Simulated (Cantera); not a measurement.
Feed: 1 mol AlN, 26 mol H₂.

Method: chemical equilibrium by Gibbs-energy minimisation in Cantera with the NASA 1993 tables (ideal gas, pure condensed phases). Candidate condensed phases: Al, AlN; 13 gas species. Equilibrium is a limit: real reactors are often held back by kinetics, nucleation or transport.

Question: What condenses at these points (T in K, P in Pa): (1073, 19000); (848, 3700); (848, 27); (1223, 5.2); (1673, 1)?

Answer: 
```
T (K)  P in Pa  condensed phases  Al condensed (%)
-----  -------  ----------------  ----------------
1073     19000               AlN             100.0
848       3700               AlN             100.0
848         27               AlN             100.0
1223       5.2               AlN             100.0
1673         1          gas only               0.0
```
